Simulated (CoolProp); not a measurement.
Acetone at several states: fugacity coefficient from the reference equation and from simpler models built on Tc = 508.1 K, pc = 46.92 bar, ω = 0.307; each cubic takes its own stable root.

Computed with CoolProp (reference Helmholtz-energy equation of state, Lemmon 2006). It is a short technical equation, of lower accuracy than the large ones.

| T (K) | p (bar) | phase | reference |
|---|---|---|---|
| 270.6 | 81.8 | liquid | 0.001269 |
| 485.4 | 0.927 | gas | 0.9908 |
| 261.5 | 10.7 | liquid | 0.004658 |

How far does each simpler model (van der Waals, Redlich-Kwong, Soave-Redlich-Kwong, Peng-Robinson) lie from the reference over these 3 states: mean and median of the absolute difference, and the worst?


- van der Waals: mean 1983.8 %, median 2841.7 %, worst +3109.5 % at 261.5 K and 10.7 bar
- Redlich-Kwong: mean 151.3 %, median 226.9 %, worst +226.9 % at 270.6 K and 81.8 bar
- Soave-Redlich-Kwong: mean 2.5 %, median 0.7 %, worst -6.7 % at 261.5 K and 10.7 bar
- Peng-Robinson: mean 1.1 %, median 0.3 %, worst +3.0 % at 270.6 K and 81.8 bar
